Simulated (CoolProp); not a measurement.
Saturation properties of fluorine.

Model: reference Helmholtz-energy equation of state, de Reuck 1990, in CoolProp.

| T (K) | p (bar) | liquid density (kg/m³) | vapour density (kg/m³) | liquid cp (kJ/(kg K)) | surface tension (mN/m) |
|---|---|---|---|---|---|
| 102.3 | 5.127 | 1371 | 25.52 | 1.603 | 8.87 |
| 106.9 | 7.194 | 1333 | 35.28 | 1.644 | 7.70 |
| 111.5 | 9.809 | 1292 | 47.73 | 1.698 | 6.57 |
| 116.1 | 13.05 | 1248 | 63.51 | 1.771 | 5.47 |
| 120.7 | 16.99 | 1200 | 83.53 | 1.876 | 4.41 |
| 125.3 | 21.72 | 1147 | 109.2 | 2.034 | 3.39 |
| 129.9 | 27.34 | 1086 | 142.9 | 2.297 | 2.42 |
| 134.5 | 33.95 | 1013 | 189.0 | 2.808 | 1.52 |
| 139.1 | 41.70 | 914.8 | 259.1 | 4.192 | 0.713 |

It boils at 85.0 K under 1 atm.

Surface tension comes from a separate correlation (Mulero 2012).
